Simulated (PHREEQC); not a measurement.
## Brackish or sea water (model solution)

A made-up water analysis in mmol/kgw, 52 °C, pH 7.76: Na 283; K 5.55; Ca 0.554; Mg 11.2; Cl 298; S(6) 2.9; Alkalinity (meq/kgw) 0.112.

Valence states are taken as typed.

All values are PHREEQC results (Pitzer model, pitzer.dat), not measurements.

This is a speciation only: nothing precipitates in the calculation.

Task: Predict the activity of water, charge-balance error, osmotic coefficient.

Result: activity of water 0.990; charge-balance error 1.3 %; osmotic coefficient 0.914.

Task: In which forms is C present?

Result: HCO3- 95 %, CO2 2.1 %, CO3-2 1.6 %, MgCO3 0.9 % of the C.

Away from 25 °C the constants follow the database's enthalpies or fits; those with neither stay at their 25 °C values.
